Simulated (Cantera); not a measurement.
A freely propagating, adiabatic, planar premixed flame of CO : H2 : CH4 : O2 : N2 = 1 : 1.4 : 0.41 : 2.02 : 7.6 (molar parts), equivalence ratio 1.0, unburnt at 675 K and 3.40 bar; mixture-averaged transport, grid criteria slope 0.08 and curve 0.16, no radiation.

Model: GRI-Mech 3.0 (53 species, 325 reactions), integrated in Cantera. Burning velocities carry a grid error of a few per cent, more on coarse grids.

How do the results move with these cheaper or finer settings: unity-Lewis-number transport; multicomponent transport; multicomponent+Soret transport; grid criteria slope 0.5, curve 1; grid criteria slope 0.25, curve 0.5; grid criteria slope 0.03, curve 0.06?


```
setting                               laminar burning velocity  thermal thickness  peak x(OH)  peak x(CH3)  grid points
------------------------------------  ------------------------  -----------------  ----------  -----------  -----------
as above                                              307 cm/s          0.0895 mm      0.0134     0.000940          153
unity-Lewis-number transport                          252 cm/s          0.0843 mm      0.0138     0.000829          144
multicomponent transport                              306 cm/s          0.0894 mm      0.0134     0.000940          153
multicomponent+Soret transport                        295 cm/s          0.0896 mm      0.0134     0.000900          153
grid criteria slope 0.5, curve 1                      339 cm/s           0.103 mm      0.0136     0.000915           41
grid criteria slope 0.25, curve 0.5                   319 cm/s          0.0943 mm      0.0135     0.000931           65
grid criteria slope 0.03, curve 0.06                  304 cm/s          0.0881 mm      0.0134     0.000946          361
```
The base run took around 5 core-seconds (rough).
Unity Lewis numbers drop preferential diffusion, which matters most where H2 and H carry the flame; Soret adds thermal diffusion.
